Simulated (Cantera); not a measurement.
Feed: 1 mol SiH2Cl2, 2.7 mol N2, equilibrated at 5.90 Pa.

Cantera equilibrium calculation (NASA polynomials, part measured and part estimated; ideal gas, pure solids and liquids). Candidate condensed phases: NH4Cl, Si, Si3N4; 28 gas species. N2 is the only nitrogen source here; it is nearly inert below about 1500 K, so the nitride shown seldom forms there in practice. Rates play no part.

Task: What share of the Si ends up in condensed phases as a function of T (°C), at 550, 750, 950, 1150, 1350, 1550, 1750?

Result: 
| T (°C) | Si condensed (%) | as |
|---|---|---|
| 550 | 81.3 | Si3N4(s) |
| 750 | 84.3 | Si3N4(s) |
| 950 | 72.8 | Si3N4(s) |
| 1150 | 30.5 | Si3N4(s) |
| 1350 | 19.8 | Si(s) |
| 1550 | 0.0 | - |
| 1750 | 0.0 | - |
